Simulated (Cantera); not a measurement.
A Cantera script and what it prints.

```python
import numpy as np
import cantera as ct

gas_names = [...]  # 136 gases of nasa_gas.yaml made of C, H, N, O
cond_names = """
    C(gr) C6H6(L) C7H8(L) C8H18(L),n-octa H2O(s) H2O(L)
""".split()


# ... load() reads the species with a 1 bar reference pressure and builds the phases ...
atoms = {
    'C2H5OH': {'C': 2, 'H': 6, 'O': 1},
    'H2O': {'H': 2, 'O': 1},
    'N2': {'N': 2},
    'NH3': {'N': 1, 'H': 3},
}
top_T = {'C(gr)': 4500}  # K; cautious upper limits of use, not melting points


# ... equilibrate(T, P, feed) seeds the gas with the atoms and calls Mixture.equilibrate('TP', solver="vcs", rtol=1e-11, max_steps=5000) ...
results = []
T = 1673  # K
P = 13332.2  # Pa
for m in [0.11, 0.13, 0.16, 0.2, 0.25, 0.31, 0.38, 0.47, 0.58, 0.72, 0.89, 1.1, 1.4]:
    feed = {'C2H5OH': 1, 'H2O': m, 'N2': 15, 'NH3': 0.079}  # mol
    mix = equilibrate(T, P, feed)
    results.append((T, P, feed, dict(zip(mix.species_names, mix.species_moles))))

top = {s: max(r[3][s] / sum(r[3][g] for g in gas_names) for r in results) for s in gas_names}
cols = sorted((s for s in top if top[s] > 0.0001), key=lambda s: -top[s])[:6]
seen = [c for c in cond_names if any(r[3].get(c, 0) > 1e-12 for r in results)]
print("log10 of partial pressures in bar; condensed amounts in mol")
print(f"{'n(H2O)':>10s}" + "".join(f"{s[:9]:>10s}" for s in cols + seen))
for T, P, feed, n in results:
    ng = sum(n[g] for g in gas_names)
    print(f"{feed['H2O']:10.4g}" + "".join(f"{np.log10(max(n[s] / ng * P / 1e5, 1e-99)):10.3f}" for s in cols)
          + "".join(f"{n.get(c, 0):10.4g}" for c in seen))
```

It prints:

```
log10 of partial pressures in bar; condensed amounts in mol
    n(H2O)        N2        H2        CO       H2O       CO2       HCN     C(gr)
      0.11    -0.986    -1.655    -2.117    -7.022    -8.004    -3.822     0.867
      0.13    -0.986    -1.653    -2.110    -7.014    -7.990    -3.821     0.847
      0.16    -0.988    -1.651    -2.100    -7.001    -7.970    -3.821    0.8169
       0.2    -0.990    -1.647    -2.087    -6.984    -7.944    -3.820    0.7767
      0.25    -0.992    -1.643    -2.072    -6.965    -7.913    -3.819    0.7265
      0.31    -0.994    -1.638    -2.054    -6.942    -7.877    -3.818    0.6663
      0.38    -0.997    -1.632    -2.034    -6.917    -7.838    -3.816    0.5961
      0.47    -1.001    -1.625    -2.011    -6.886    -7.791    -3.815    0.5058
      0.58    -1.006    -1.617    -1.984    -6.851    -7.738    -3.813    0.3954
      0.72    -1.012    -1.606    -1.953    -6.810    -7.676    -3.811    0.2549
      0.89    -1.019    -1.595    -1.920    -6.764    -7.609    -3.808   0.08435
       1.1    -1.025    -1.587    -1.904    -3.262    -4.099    -7.287         0
       1.4    -1.032    -1.589    -1.919    -2.664    -3.513    -7.905         0
```

These are equilibrium values from Cantera (NASA tables, ideal gas, pure condensed phases), not measurements of a reactor.
